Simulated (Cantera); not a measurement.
A Cantera script and its output.

```python
import numpy as np
import cantera as ct

gas = ct.Solution("gri30.yaml")


def delay(T, t_max=10):
    gas.TPX = T, 1000000, {'H2': 1, 'O2': 0.685, 'N2': 2.58}
    reactor = ct.IdealGasConstPressureReactor(gas, clone=False)
    net = ct.ReactorNet([reactor])
    net.rtol, net.atol = 1e-8, 1e-16
    while net.time < t_max:
        t_old, T_old = net.time, reactor.T
        net.step()
        if reactor.T > T + 400:  # ignition: a rise of 400 K
            return t_old + (T + 400 - T_old) / (reactor.T - T_old) * (net.time - t_old)
    return np.nan


taus = []
for T in [1248, 1348, 1448, 1548, 1648, 1748, 1848]:
    taus.append(delay(T))
    print(f"T0 = {T:6g} K   tau = {taus[-1]:.4e} s")
```

Output:

```
T0 =   1248 K   tau = 1.1640e-05 s
T0 =   1348 K   tau = 3.2984e-06 s
T0 =   1448 K   tau = 1.8703e-06 s
T0 =   1548 K   tau = 1.2782e-06 s
T0 =   1648 K   tau = 9.6372e-07 s
T0 =   1748 K   tau = 7.7851e-07 s
T0 =   1848 K   tau = 6.6557e-07 s
```

Cantera simulation using GRI-Mech 3.0 (53 species, 325 reactions); the numbers are that mechanism's predictions, not measurements. The hydrogen kinetics of GRI-Mech 3.0 are dated; newer H2 mechanisms differ, most at raised pressure. Where the delays flatten at high temperature, the 400 K rule measures the pace of heat release, not the induction time.
